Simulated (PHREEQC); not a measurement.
# Nickel, zinc or cadmium bath

Solution (10 °C): 0.027 mol/kgw CdSO4, 0.029 mol/kgw KCl and 0.00012 mol/kgw HCl. Closed to the air; pH follows from the charge balance.

The numbers come from PHREEQC with the ion-association model, phreeqc.dat.

Precipitation was switched off in this run.

Question: What pH, density does the model give?

Answer: pH 4.17; density 1.006 g/cm³.

Question: In which forms is Cl present?

Answer: Cl- 71 %, CdCl+ 26 %, CdCl2 2.6 % of the Cl.

Constants without temperature data keep their 25 °C values here.
